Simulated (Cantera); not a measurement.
Feed: 1 mol Si₃N₄, 0.069 mol N₂O, 14 mol N₂, at 1098.15 K and 750 Torr.

Method: chemical equilibrium by Gibbs-energy minimisation in Cantera with the NASA 1993 tables (ideal gas, pure condensed phases). Candidate condensed phases: Si, SiO₂, Si₂N₂O, Si₃N₄; 16 gas species. Mutual solubility and eutectic melting of coexisting phases are not modelled. Equilibrium is a limit: real reactors are often held back by kinetics, nucleation or transport.

Base state: N₂ 1.00 (mole fractions); condensed: Si₂N₂O(s) + Si₃N₄(s).

Task: What changes in the equilibrium state with this change: temperature from 1098.15 K to 2125 K?

Result: 
```
species         before     after
--------------  ------  --------
N₂                1.00     0.995
SiO              <1e-9   0.00486
Si               <1e-9  0.000146
SiN              <1e-9   2.86e-5
Si₂N             <1e-9   2.83e-5
Si₂N₂O(s), mol  0.0690         0
Si₃N₄(s), mol    0.954     0.976
```
The tables' values for SiN are old estimates; treat these amounts as uncertain.

Task: What changes in the equilibrium state with this change: Si₃N₄ replaced by SiC?

Result: 
```csv
species,before,after
N₂,1.00,1.00
"Si₂N₂O(s), mol",0.0690,0.0690
"Si₃N₄(s), mol",0.954,0.287
"C(graphite), mol",0,1.00
```
Further candidate phases: C, SiC.
